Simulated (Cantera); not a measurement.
A freely propagating, adiabatic, planar premixed flame of CH4 : O2 : N2 = 1 : 2.67 : 8.53 (molar parts), unburnt at 600 K and 0.300 bar; mixture-averaged transport, grid criteria slope 0.08 and curve 0.16, no radiation.

Model: GRI-Mech 3.0 (53 species, 325 reactions), integrated in Cantera. Burning velocities carry a grid error of a few per cent, more on coarse grids.

### Question
How do the results move with these cheaper or finer settings: unity-Lewis-number transport; multicomponent transport; multicomponent+Soret transport; grid criteria slope 0.5, curve 1; grid criteria slope 0.25, curve 0.5; grid criteria slope 0.03, curve 0.06?

### Answer
| setting | laminar burning velocity | thermal thickness | peak x(C2H4) | peak x(H2O2) | grid points |
|---|---|---|---|---|---|
| as above | 171 cm/s | 0.903 mm | 0.000254 | 5.19e-6 | 155 |
| unity-Lewis-number transport | 127 cm/s | 0.986 mm | 0.000184 | 4.51e-6 | 136 |
| multicomponent transport | 171 cm/s | 0.913 mm | 0.000260 | 5.18e-6 | 155 |
| multicomponent+Soret transport | 169 cm/s | 0.911 mm | 0.000249 | 5.26e-6 | 156 |
| grid criteria slope 0.5, curve 1 | 187 cm/s | 1.00 mm | 0.000259 | 5.48e-6 | 45 |
| grid criteria slope 0.25, curve 0.5 | 178 cm/s | 0.943 mm | 0.000256 | 5.34e-6 | 62 |
| grid criteria slope 0.03, curve 0.06 | 168 cm/s | 0.891 mm | 0.000254 | 5.16e-6 | 383 |
The base run took around 11 core-seconds (rough).
Unity Lewis numbers drop preferential diffusion, which matters most where H2 and H carry the flame; Soret adds thermal diffusion.
